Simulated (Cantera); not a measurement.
An adiabatic, constant-pressure homogeneous reactor starts with 25.7 % CH3OH, 19.3 % O2, 52.2 % N2, 2.57 % CO2, 0.144 % H2, at 1100 K and 100000 Pa.

Computed with Cantera and GRI-Mech 3.0 (53 species, 325 reactions). GRI-Mech 3.0 was tuned for natural gas; its chemistry of methanol as a main component is partial and can be far from experiment.

Question: Predict: time of steepest temperature rise; temperature at 0.100 s; equilibrium temperature; x(O2) at 0.100 s; x(CO2) at 0.100 s; x(CO) at 0.100 s.

Answer: 
```
Item                                                                 Value
---------------------------------  ---------------------------------------
time of steepest temperature rise                                  46.3 ms
temperature at 0.100 s                                              2386 K
equilibrium temperature                                             2385 K
x(O2) at 0.100 s                   4.27e-5 (gas-phase equilibrium 4.26e-5)
x(CO2) at 0.100 s                    0.0533 (gas-phase equilibrium 0.0533)
x(CO) at 0.100 s                       0.160 (gas-phase equilibrium 0.160)
```
